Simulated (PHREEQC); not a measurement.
0.74 g of hydrous ferric oxide (600 m²/g; 0.2 weak and 0.005 strong sites per Fe, Dzombak-Morel constants, diffuse double layer) in 1 kg of water with 0.005 mol/kgw of an inert sodium salt and 5.9e-06 mol/kgw Ag2SO4 and 2.3e-06 mol/kgw SrCl2, at 25 °C; the pH is set by adding NaOH or the inert anion's acid. Oxygen is held at 0.21 atm. The system is closed to CO2. Precipitation was switched off in this run.

All values are PHREEQC results (ion-association model, wateq4f.dat), not measurements.

```tsv
pH	S sorbed (%)	Ag sorbed (%)	Sr sorbed (%)	surface charge σ (C/m²)	surface potential ψ (mV)
4	100.0	0.3	0.0	0.185	192
4.67	100.0	2.1	0.0	[?]	[?]
5.33	99.8	9.8	0.0	0.069	144
6	97.6	33.3	0.0	0.037	113
6.67	[?]	68.1	0.4	0.019	79
7.33	15.6	90.0	5.8	0.008	44
8.67	0.1	99.4	95.0	-0.005	-31
9.33	0.0	[?]	99.7	[?]	-68
10	0.0	100.0	100.0	-0.030	-102
10.67	0.0	100.0	100.0	-0.059	-134
11.33	0.0	100.0	100.0	-0.112	-159
12	0.0	100.0	100.0	-0.215	-172
```

Task: Complete the blanks.

Result: 
- 4.67, surface charge σ (C/m²): 0.117
- 4.67, surface potential ψ (mV): 170
- 6.67, S sorbed (%): 74.6
- 9.33, Ag sorbed (%): 99.9
- 9.33, surface charge σ (C/m²): -0.014
